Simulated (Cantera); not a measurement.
Cantera with NASA thermochemical tables; ideal gases at 1 bar, condensed phases pure. Values are per mole of reaction as written; species without (g) are pure solids or liquids, kept so even where they would boil at 1 bar.

NF3(g) + 3 H2(g) = NH3(g) + 3 HF(g)

```json
[
 {"T (K)": "1975", "ΔH° (kJ)": "-768.1", "ΔS° (J/K)": "18.0", "ΔG° (kJ)": "-803.6", "log10 K": "21.25"},
 {"T (K)": "2075", "ΔH° (kJ)": "(withheld)", "ΔS° (J/K)": "(withheld)", "ΔG° (kJ)": "(withheld)", "log10 K": "(withheld)"},
 {"T (K)": "2175", "ΔH° (kJ)": "-770.9", "ΔS° (J/K)": "16.6", "ΔG° (kJ)": "-807.0", "log10 K": "19.38"},
 {"T (K)": "2275", "ΔH° (kJ)": "-772.3", "ΔS° (J/K)": "16.0", "ΔG° (kJ)": "-808.6", "log10 K": "18.57"},
 {"T (K)": "2375", "ΔH° (kJ)": "(withheld)", "ΔS° (J/K)": "(withheld)", "ΔG° (kJ)": "(withheld)", "log10 K": "(withheld)"},
 {"T (K)": "2475", "ΔH° (kJ)": "-774.9", "ΔS° (J/K)": "14.9", "ΔG° (kJ)": "-811.7", "log10 K": "17.13"},
 {"T (K)": "2575", "ΔH° (kJ)": "(withheld)", "ΔS° (J/K)": "(withheld)", "ΔG° (kJ)": "(withheld)", "log10 K": "(withheld)"},
 {"T (K)": "2675", "ΔH° (kJ)": "-777.5", "ΔS° (J/K)": "13.9", "ΔG° (kJ)": "-814.6", "log10 K": "15.91"},
 {"T (K)": "2775", "ΔH° (kJ)": "(withheld)", "ΔS° (J/K)": "(withheld)", "ΔG° (kJ)": "(withheld)", "log10 K": "(withheld)"},
 {"T (K)": "2875", "ΔH° (kJ)": "-779.9", "ΔS° (J/K)": "13.0", "ΔG° (kJ)": "-817.3", "log10 K": "14.85"},
 {"T (K)": "2975", "ΔH° (kJ)": "-781.2", "ΔS° (J/K)": "12.6", "ΔG° (kJ)": "-818.6", "log10 K": "14.37"}
]
```

### Question
Complete the blanks.

### Answer

- 2075, ΔH° (kJ): -769.5
- 2075, ΔS° (J/K): 17.2
- 2075, ΔG° (kJ): -805.3
- 2075, log10 K: 20.27
- 2375, ΔH° (kJ): -773.6
- 2375, ΔS° (J/K): 15.4
- 2375, ΔG° (kJ): -810.2
- 2375, log10 K: 17.82
- 2575, ΔH° (kJ): -776.2
- 2575, ΔS° (J/K): 14.4
- 2575, ΔG° (kJ): -813.2
- 2575, log10 K: 16.50
- 2775, ΔH° (kJ): -778.7
- 2775, ΔS° (J/K): 13.4
- 2775, ΔG° (kJ): -816.0
- 2775, log10 K: 15.36
